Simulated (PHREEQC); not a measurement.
Dissolve 0.012 mol NaHSO4, 0.00088 mol NaF and 0.0024 mol KCl per kg of water at 20 °C. Closed to the air; pH follows from the charge balance.

Equilibrium calculation in PHREEQC: ion-association model, phreeqc.dat.

```json
[
 {"quantity": "pH", "before": "2.15", "after": "2.31"},
 {"quantity": "ionic strength (mol/kgw)", "before": "0.0314", "after": "0.0267"}
]
```

**Question.** Which change was made?
A. NaF replaced by NaHF2 at the same molality
B. NaF from 0.00088 to 0.000792 mol/kgw
C. NaHSO4 left out
D. temperature from 20 to 70 °C
E. KCl left out

**Answer.** D, temperature from 20 to 70 °C

No solid was allowed to form. Constants without temperature data keep their 25 °C values here.
